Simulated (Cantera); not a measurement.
Input: 1 mol SiO₂, 9.1 mol CO, 3.5 mol H₂, at 1798 K and 55.0 mbar.

Cantera equilibrium calculation (NASA polynomials, part measured and part estimated; ideal gas, pure solids and liquids). Candidate condensed phases: C, C₆H₆, C₇H₈, C₈H₁₈, H₂O, Si, SiC, SiO₂; 123 gas species. The tables hold silica as quartz up to 1696 K and as liquid above; real silica turns to tridymite and cristobalite and melts near 1996 K. Rates play no part.

Question: What is the equilibrium state?

Answer: 
```json
{
  "x(CO)": "0.717",
  "x(H₂)": "0.274",
  "x(SiO)": "0.00421",
  "x(H₂O)": "0.00249",
  "x(CO₂)": "0.00171",
  "x(H)": "0.000785",
  "n(SiO₂(condensed))": "0.947 mol",
  "gas_amount": "12.66 mol",
  "log10 activity of C(graphite) (absent)": "-2.90",
  "log10 activity of Si(l) (absent)": "-4.50"
}
```
